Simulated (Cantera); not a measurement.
# Low-pressure radical oxidation in H2/O2

An isothermal, constant-pressure homogeneous reactor starts with H₂ : O₂ = 0.014 : 1 (molar parts), equivalence ratio 0.0070, at 1225 K and 0.0138 atm.

Model: the H2/O2 subset of GRI-Mech 3.0, which has no nitrogen chemistry, integrated in Cantera. Radical loss at walls, strong at low pressure, is not modelled.

```tsv
t (s)	x H₂	x O₂	x H	x H₂O	x O	x HO₂
2.00e-6	0.0138	0.986	4.06e-11	<1e-12	1.14e-12	4.17e-11
8.60e-6	0.0138	0.986	1.60e-10	<1e-12	1.98e-11	1.79e-10
3.69e-5	0.0138	0.986	4.98e-10	1.74e-11	2.89e-10	7.71e-10
0.000159	0.0138	0.986	1.14e-9	7.77e-10	2.94e-9	3.32e-9
0.000682	0.0138	0.986	6.60e-9	3.18e-8	3.93e-8	1.43e-8
0.00293	0.0138	0.986	4.21e-6	3.29e-5	2.87e-5	1.41e-7
0.0126	7.79e-5	0.974	0.000717	0.0128	0.0111	1.14e-6
0.0541	5.75e-5	0.977	0.000460	0.0131	0.00826	1.00e-6
0.233	2.27e-5	0.983	0.000111	0.0135	0.00318	6.41e-7
1.00	3.24e-6	0.986	5.96e-6	0.0138	0.000451	2.08e-7
```
x: mole fraction; the columns are a selection and need not sum to one.

Equilibrium at this temperature and pressure: H₂ 2.52e-9, O₂ 0.986, H 1.33e-10, H₂O 0.0139, O 3.55e-7, HO₂ 7.20e-9 (gas phase only).
